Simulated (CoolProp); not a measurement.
n-dodecane along the isobar 5150 kPa: Z from the reference equation and from simpler models built on Tc = 385.0 °C, pc = 1818 kPa, ω = 0.574; each cubic takes its own stable root.

Model: reference Helmholtz-energy equation of state, Lemmon 2004, in CoolProp. It is a short technical equation, of lower accuracy than the large ones.

| T (°C) | phase | reference |
|---|---|---|
| 267.35 | liquid | 0.3469 |
| 277.25 | liquid | 0.3464 |
| 287.15 | liquid | 0.3462 |
| 297.15 | liquid | 0.3464 |
| 307.05 | liquid | 0.3470 |
| 317.05 | liquid | 0.3481 |
| 326.95 | liquid | 0.3496 |
| 336.95 | liquid | 0.3517 |
| 346.85 | liquid | 0.3543 |

Task: How far does each simpler model (Soave-Redlich-Kwong, Peng-Robinson) lie from the reference over these 9 states: mean and median of the absolute difference, and the worst?

Result: 
- Soave-Redlich-Kwong: mean 19.7 %, median 19.6 %, worst +20.4 % at 346.85 °C and 5150 kPa
- Peng-Robinson: mean 6.4 %, median 6.3 %, worst +7.4 % at 346.85 °C and 5150 kPa
